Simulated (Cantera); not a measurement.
An isothermal, constant-pressure homogeneous reactor starts with NH3 : N2 = 0.12 : 5.5 (molar parts), at 2350 K and 0.500 bar.

Cantera simulation using the gas-phase N/H chemistry of the illustrative SiF4/NH3 mechanism in the Surface Chemkin manual (1991); the numbers are that mechanism's predictions, not measurements. Walls and surfaces, which speed up NH3 decomposition in real reactors, are not modelled.

One state of this run: x NH3 = 3.11e-8; x NH2 = 1.03e-8; x H2 = 0.0298; x H = 0.00306; x NH = 2.18e-8. x: mole fraction; the columns are a selection and need not sum to one.

Problem. Which value of t (s) does it belong to?
A) 4.12
B) 0.00823
C) 0.00339
D) 0.118

Solution. A, 4.12
